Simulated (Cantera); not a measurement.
## Calcination and drying: LiOH + O2

A closed system holds: 1 mol LiOH, a varied amount of O2, at 2148 K and 0.000650 bar.

Equilibrium computed with Cantera from the NASA thermochemical tables; the gas is ideal and each condensed phase is pure. Candidate condensed phases: H2O, Li, LiH, LiOH, Li2O; 17 gas species. Kinetics and transport are ignored.

From 0.14 mol O2 to 8 mol O2 nothing is condensed. The main Li-bearing gas is Li throughout.

```json
[
 {"n(O2) (mol)": "0.14", "x O2": "0.155", "x Li": "0.319", "x LiOH": "0.298", "x H2O": "0.134", "x O": "0.0298", "x OH": "0.0270", "x H": "0.0171", "x H2": "0.0109"},
 {"n(O2) (mol)": "0.25", "x O2": "0.204", "x Li": "0.294", "x LiOH": "0.283", "x H2O": "0.124", "x O": "0.0342", "x OH": "0.0278", "x H": "0.0153", "x H2": "0.00878"},
 {"n(O2) (mol)": "0.45", "x O2": "0.280", "x Li": "0.260", "x LiOH": "0.254", "x H2O": "0.109", "x O": "0.0400", "x OH": "0.0282", "x H": "0.0133", "x H2": "0.00661"},
 {"n(O2) (mol)": "0.8", "x O2": "0.381", "x Li": "0.218", "x LiOH": "0.211", "x H2O": "0.0909", "x O": "0.0467", "x OH": "0.0278", "x H": "0.0112", "x H2": "0.00473"},
 {"n(O2) (mol)": "1.4", "x O2": "0.495", "x Li": "0.175", "x LiOH": "0.159", "x H2O": "0.0713", "x O": "0.0532", "x OH": "0.0263", "x H": "0.00932", "x H2": "0.00325"},
 {"n(O2) (mol)": "2.5", "x O2": "0.612", "x Li": "0.131", "x LiOH": "0.107", "x H2O": "0.0514", "x O": "0.0592", "x OH": "0.0236", "x H": "0.00751", "x H2": "0.00211"},
 {"n(O2) (mol)": "4.5", "x O2": "0.714", "x Li": "0.0926", "x LiOH": "0.0642", "x H2O": "0.0343", "x O": "0.0639", "x OH": "0.0200", "x H": "0.00590", "x H2": "0.00130"},
 {"n(O2) (mol)": "8", "x O2": "0.789", "x Li": "0.0629", "x LiOH": "0.0355", "x H2O": "0.0217", "x O": "0.0672", "x OH": "0.0163", "x H": "0.00457", "x H2": "0.000782"}
]
```
x: gas mole fraction; nothing condenses.
